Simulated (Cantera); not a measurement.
A closed system holds: 1 mol SiHCl3, a varied amount of C2H4, 110 mol H2, equilibrated at 1375 K and 0.420 bar.

These are equilibrium values from Cantera (NASA tables, ideal gas, pure condensed phases), not measurements of a reactor. Candidate condensed phases: C, C6H6, C7H8, C8H18, Si, SiC; 109 gas species. Kinetics and transport are ignored.

**Question.** At 0.8 mol C2H4, list the 3 most abundant gas species with their mole fractions, and the condensed phases.

**Answer.** H2 0.972, HCl 0.0264, CH4 0.00197. Condensed: C(graphite) + SiC(s).
